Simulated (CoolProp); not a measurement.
Aqueous sodium chloride as a coolant, 9 % by mass, freezing at -5.8 °C, 1 atm.

Values from CoolProp's Melinder's fits for secondary coolants.

```json
[
 {"T (°C)": "-4.4", "conductivity (W/(m K))": "0.549", "viscosity (mPa s)": "?", "density (kg/m³)": "1070", "cp (kJ/(kg K))": "3.720"},
 {"T (°C)": "2.6", "conductivity (W/(m K))": "?", "viscosity (mPa s)": "1.87", "density (kg/m³)": "1068", "cp (kJ/(kg K))": "3.733"},
 {"T (°C)": "9.6", "conductivity (W/(m K))": "0.573", "viscosity (mPa s)": "1.53", "density (kg/m³)": "1066", "cp (kJ/(kg K))": "3.745"},
 {"T (°C)": "16.5", "conductivity (W/(m K))": "0.584", "viscosity (mPa s)": "1.27", "density (kg/m³)": "?", "cp (kJ/(kg K))": "3.755"},
 {"T (°C)": "23.5", "conductivity (W/(m K))": "0.595", "viscosity (mPa s)": "?", "density (kg/m³)": "1062", "cp (kJ/(kg K))": "3.765"},
 {"T (°C)": "30.4", "conductivity (W/(m K))": "0.606", "viscosity (mPa s)": "0.933", "density (kg/m³)": "1059", "cp (kJ/(kg K))": "?"},
 {"T (°C)": "37.4", "conductivity (W/(m K))": "0.617", "viscosity (mPa s)": "0.821", "density (kg/m³)": "1056", "cp (kJ/(kg K))": "3.782"}
]
```

Question: Complete the blanks.

Answer: 
- -4.4, viscosity (mPa s): 2.34
- 2.6, conductivity (W/(m K)): 0.561
- 16.5, density (kg/m³): 1064
- 23.5, viscosity (mPa s): 1.08
- 30.4, cp (kJ/(kg K)): 3.774
